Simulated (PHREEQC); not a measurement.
Consider water at 89 °C with 0.0047 mol/kgw CaSO4, 0.0029 mol/kgw NaF and 4.8e-05 mol/kgw H4SiO4. Closed to the air; pH follows from the charge balance.

Model: ion-association model, wateq4f.dat, run in PHREEQC.

**Question.** The ionic strength comes out as 0.0165 mol/kgw. What activity coefficients do OH-, SO4-2, CaF+, Na+, NaSO4- get?

**Answer.** OH- 0.86, SO4-2 0.57, CaF+ 0.87, Na+ 0.86, NaSO4- 0.87.

This is a speciation only: nothing precipitates in the calculation. The solution is supersaturated, for example in Fluorite, so a real one may precipitate; this is no full list. At this temperature some constants are extrapolated from 25 °C, and those without enthalpy data are left unchanged. SiF6-2 is the database's only silicon fluoride.
